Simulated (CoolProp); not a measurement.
n-decane along the isotherm 289.65 °C: fugacity coefficient from the reference equation and from simpler models built on Tc = 344.5 °C, pc = 2101 kPa, ω = 0.488; each cubic takes its own stable root.

The numbers come from the reference Helmholtz-energy equation of state, Lemmon 2006 in CoolProp. It is a short technical equation, of lower accuracy than the large ones.

| p (kPa) | phase | reference |
|---|---|---|
| 80.8 | gas | 0.9805 |
| 162 | gas | 0.9609 |
| 242 | gas | 0.9416 |
| 323 | gas | 0.9221 |
| 404 | gas | 0.9027 |
| 485 | gas | 0.8832 |
| 566 | gas | 0.8637 |
| 647 | gas | 0.8442 |
| 727 | gas | 0.8248 |
| 808 | gas | 0.8050 |
| 889 | gas | 0.7850 |
| 1050 | liquid | 0.7078 |

How far does each simpler model (van der Waals, Redlich-Kwong, Soave-Redlich-Kwong) lie from the reference over these 12 states: mean and median of the absolute difference, and the worst?


- van der Waals: mean 4.7 %, median 3.9 %, worst +15.1 % at 289.65 °C and 1050 kPa
- Redlich-Kwong: mean 2.6 %, median 1.9 %, worst +10.5 % at 289.65 °C and 1050 kPa
- Soave-Redlich-Kwong: mean 1.2 %, median 1.0 %, worst +3.9 % at 289.65 °C and 1050 kPa

At some of these states van der Waals, Redlich-Kwong gives the other phase, because its saturation line lies elsewhere.
